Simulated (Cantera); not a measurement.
An isothermal, constant-pressure homogeneous reactor starts with C2H6 : N2 = 1 : 2.8 (molar parts), at 1025 K and 0.825 Torr. Integrator tolerance rtol = 1e-08.

Detailed kinetics in Cantera: GRI-Mech 3.0 (53 species, 325 reactions). GRI-Mech 3.0 stops at C3 and has no aromatics, soot or wall deposition, so with more carbon than oxygen in the feed, carbon stays in small species such as C2H2 where larger ones or solid carbon would form. Radical loss at walls, strong at low pressure, is not modelled.

What does this change do: N2 2.8 to 3.9 parts?


| quantity | before | after |
|---|---|---|
| x(C2H6) at 40.0 s | 0.0962 (gas-phase equilibrium 4.51e-6) | 0.0807 (gas-phase equilibrium 2.78e-6) |
| x(CH3) at 40.0 s | 1.64e-5 (gas-phase equilibrium 3.33e-7) | 1.60e-5 (gas-phase equilibrium 2.62e-7) |
| x(C2H) at 40.0 s | <1e-12 (gas-phase equilibrium <1e-12) | <1e-12 (gas-phase equilibrium <1e-12) |
| x(CH4) at 40.0 s | 0.0194 (gas-phase equilibrium 0.0725) | 0.0149 (gas-phase equilibrium 0.0530) |
| x(C2H2) at 40.0 s | 0.00252 (gas-phase equilibrium 0.110) | 0.00207 (gas-phase equilibrium 0.0902) |
| x(HCN) at 40.0 s | <1e-12 (gas-phase equilibrium 0.0623) | <1e-12 (gas-phase equilibrium 0.0607) |

What does this change do: temperature 1025 to 1525 K?


| quantity | before | after |
|---|---|---|
| x(C2H6) at 40.0 s | 0.0962 (gas-phase equilibrium 4.51e-6) | 1.50e-6 (gas-phase equilibrium 2.63e-11) |
| x(CH3) at 40.0 s | 1.64e-5 (gas-phase equilibrium 3.33e-7) | 0.000295 (gas-phase equilibrium 1.22e-6) |
| x(C2H) at 40.0 s | <1e-12 (gas-phase equilibrium <1e-12) | 1.98e-7 (gas-phase equilibrium 3.11e-7) |
| x(CH4) at 40.0 s | 0.0194 (gas-phase equilibrium 0.0725) | 0.0264 (gas-phase equilibrium 4.92e-5) |
| x(C2H2) at 40.0 s | 0.00252 (gas-phase equilibrium 0.110) | 0.164 (gas-phase equilibrium 0.116) |
| x(HCN) at 40.0 s | <1e-12 (gas-phase equilibrium 0.0623) | 7.85e-7 (gas-phase equilibrium 0.112) |
